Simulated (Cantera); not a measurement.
Premixed flame

A freely propagating, adiabatic, planar premixed flame of 16.7 % H2, 14.1 % O2, 69.2 % N2, unburnt at 523 K and 100000 Pa; unity-Lewis-number transport, grid criteria slope 0.08 and curve 0.16, no radiation.

Detailed kinetics in Cantera: the H2/O2 subset of GRI-Mech 3.0, which has no nitrogen chemistry. Unity Lewis numbers drop preferential diffusion, which matters most where H2 and H carry the flame. Burning velocities carry a grid error of a few per cent, more on coarse grids. Lean hydrogen flames are cellular in practice and burn faster than this planar one.

| z (mm) | T (K) | u (m/s) | x H2 | x O2 | x HO2 | x O | x H | x H2O2 |
|---|---|---|---|---|---|---|---|---|
| -0.974 | 523 | 1.80 | 0.167 | 0.141 | 4.50e-8 | <1e-8 | <1e-8 | <1e-8 |
| -0.649 | 523 | 1.80 | 0.167 | 0.141 | 5.25e-7 | <1e-8 | <1e-8 | 5.24e-8 |
| -0.487 | 524 | 1.80 | 0.167 | 0.141 | 2.68e-6 | 2.49e-8 | <1e-8 | 2.66e-7 |
| -0.325 | 535 | 1.83 | 0.165 | 0.141 | 2.17e-5 | 4.50e-7 | 2.31e-8 | 2.02e-6 |
| -0.162 | 664 | 2.26 | 0.150 | 0.133 | 0.000195 | 3.89e-5 | 0.000100 | 1.21e-5 |
| -0.0811 | 914 | 3.06 | 0.116 | 0.117 | 0.000145 | 0.000565 | 0.00285 | 1.04e-5 |
| 0 | 1213 | 3.98 | 0.0581 | 0.0903 | 7.74e-5 | 0.00365 | 0.0132 | 6.26e-6 |
| 0.0811 | 1409 | 4.56 | 0.0218 | 0.0714 | 4.92e-5 | 0.00709 | 0.0163 | 4.27e-6 |
| 0.162 | 1515 | 4.87 | 0.0114 | 0.0652 | 3.77e-5 | 0.00738 | 0.0122 | 2.66e-6 |
| 0.325 | 1619 | 5.16 | 0.00682 | 0.0630 | 2.76e-5 | 0.00531 | 0.00616 | 1.40e-6 |
| 0.649 | 1699 | 5.38 | 0.00371 | 0.0623 | 1.78e-5 | 0.00284 | 0.00222 | 7.39e-7 |
| 1.30 | 1746 | 5.51 | 0.00159 | 0.0623 | 9.19e-6 | 0.00120 | 0.000582 | 3.98e-7 |
| 2.60 | 1769 | 5.57 | 0.000571 | 0.0625 | 3.88e-6 | 0.000429 | 0.000123 | 2.08e-7 |
x: mole fraction of selected species; z is measured from the peak of heat release.

```
Quantity                    Result
------------------------  --------
laminar burning velocity  180 cm/s
thermal thickness         0.325 mm
peak x(HO2)               0.000204
peak x(O)                  0.00756
peak x(H)                   0.0167
peak x(H2O2)               1.28e-5
```
